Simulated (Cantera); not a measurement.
A perfectly stirred reactor is fed with NO : N₂ = 1 : 0.18 (molar parts), at 0.237 atm; it is held at 1725 K, and followed from long to short residence time.

Detailed kinetics in Cantera: GRI-Mech 3.0 (53 species, 325 reactions).

### Question
Predict: x(NO) at τ = 2.60 s; x(N₂) at τ = 2.60 s; x(N₂O) at τ = 2.60 s; x(NO₂) at τ = 2.60 s; x(O) at τ = 2.60 s; x(NO) at τ = 0.110 s; x(N₂) at τ = 0.110 s; x(N₂O) at τ = 0.110 s; x(NO₂) at τ = 0.110 s; x(O) at τ = 0.110 s.

### Answer
```
Item                      Value
---------------------  --------
x(NO) at τ = 2.60 s       0.758
x(N₂) at τ = 2.60 s       0.197
x(N₂O) at τ = 2.60 s   0.000211
x(NO₂) at τ = 2.60 s   0.000519
x(O) at τ = 2.60 s      2.83e-5
x(NO) at τ = 0.110 s      0.843
x(N₂) at τ = 0.110 s      0.155
x(N₂O) at τ = 0.110 s  0.000240
x(NO₂) at τ = 0.110 s  0.000231
x(O) at τ = 0.110 s     1.31e-5
```
